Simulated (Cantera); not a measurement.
Reactions in the system C-Cl-Ti

Source: NASA polynomial tables (part measured, part estimated), evaluated in Cantera. Values are per mole of reaction as written; species without (g) are pure solids or liquids, kept so even where they would boil at 1 bar. TiC: taken at fixed stoichiometry.

C + TiCl₃(g) ⇌ 3 Cl(g) + TiC

```tsv
T (K)	ΔH° (kJ)	ΔS° (J/K)	ΔG° (kJ)	log10 K
300	719.2	197.3	660.0	-114.91
2198	743.0	224.8	248.9	-5.92
2248	743.7	225.1	237.7	-5.52
2298	744.4	225.4	226.4	-5.15
2348	745.1	225.7	215.1	-4.79
2398	745.9	226.0	203.8	-4.44
2448	746.7	226.4	192.5	-4.11
2498	747.5	226.7	181.2	-3.79
2548	748.3	227.0	169.9	-3.48
2598	749.1	227.3	158.5	-3.19
```
